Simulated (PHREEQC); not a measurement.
Consider water at 25 °C with 6.9 mmol/kgw Na3PO4. Closed to the air; pH follows from the charge balance.

Equilibrium calculation in PHREEQC: ion-association model, wateq4f.dat.

Precipitation was switched off in this run.

Task: Estimate the pH.

Result: pH 11.62.

Task: In which forms is P present?

Result: HPO4-2 70 %, PO4-3 29 %, NaHPO4- 1.5 % of the P.

Species that the database lacks are ignored. H3PO4, which wateq4f.dat lacks, is added to it with the constant of phreeqc.dat.
